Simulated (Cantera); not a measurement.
# Adiabatic ignition

An adiabatic, constant-pressure homogeneous reactor starts with 6.75 % CH4, 0.945 % H2, 9.31 % O2, 70.9 % N2, 12.1 % CO2, equivalence ratio 1.5, at 1325 K and 2700000 Pa.

Cantera simulation using GRI-Mech 3.0 (53 species, 325 reactions); the numbers are that mechanism's predictions, not measurements. The pressure lies above the range GRI-Mech 3.0 was tuned for (to about 10 atm).

| t (s) | T (K) | x CH4 | x H2 | x O2 | x O | x H | x C2H4 |
|---|---|---|---|---|---|---|---|
| 1.00e-6 | 1325 | 0.0675 | 0.00945 | 0.0931 | 1.56e-10 | 6.19e-10 | <1e-12 |
| 4.46e-6 | 1325 | 0.0675 | 0.00945 | 0.0931 | 5.10e-10 | 1.85e-9 | 1.29e-11 |
| 1.99e-5 | 1325 | 0.0675 | 0.00944 | 0.0931 | 4.19e-9 | 1.49e-8 | 3.63e-9 |
| 8.88e-5 | 1328 | 0.0671 | 0.00934 | 0.0928 | 5.38e-8 | 2.11e-7 | 3.94e-6 |
| 0.000396 | 1758 | 0.0183 | 0.0242 | 0.0366 | 1.18e-5 | 7.34e-5 | 0.00278 |
| 0.00177 | 2075 | 3.37e-6 | 0.0168 | 4.86e-7 | 1.57e-7 | 6.65e-5 | 1.03e-8 |
| 0.00788 | 2075 | 5.79e-11 | 0.0168 | 4.93e-7 | 1.59e-7 | 6.70e-5 | <1e-12 |
| 0.0352 | 2075 | 5.79e-11 | 0.0168 | 4.93e-7 | 1.59e-7 | 6.70e-5 | <1e-12 |
| 0.157 | 2075 | 5.79e-11 | 0.0168 | 4.93e-7 | 1.59e-7 | 6.70e-5 | <1e-12 |
| 0.700 | 2075 | 5.79e-11 | 0.0168 | 4.93e-7 | 1.59e-7 | 6.70e-5 | <1e-12 |
x: mole fraction; the columns are a selection and need not sum to one.

```
Property                                                              Result
---------------------------------  -----------------------------------------
time of steepest temperature rise                                   0.403 ms
temperature at 0.700 s                                                2075 K
equilibrium temperature                                               2075 K
x(CH4) at 0.700 s                  5.79e-11 (gas-phase equilibrium 6.21e-11)
x(H2) at 0.700 s                       0.0168 (gas-phase equilibrium 0.0168)
x(O2) at 0.700 s                     4.93e-7 (gas-phase equilibrium 4.93e-7)
```
